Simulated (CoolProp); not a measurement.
Computed with CoolProp (reference Helmholtz-energy equation of state, Leachman 2009).

### Question
Give the vapour pressure (MPa), liquid density (kg/m³), surface tension (mN/m) of saturated normal hydrogen at 27.3, 31.6 K.

### Answer
```json
[
 {"T (K)": "27.3", "p (MPa)": "0.505", "liquid density (kg/m³)": "60.7", "surface tension (mN/m)": "0.752"},
 {"T (K)": "31.6", "p (MPa)": "1.03", "liquid density (kg/m³)": "49.0", "surface tension (mN/m)": "0.141"}
]
```

Surface tension comes from a separate correlation (Mulero 2012).
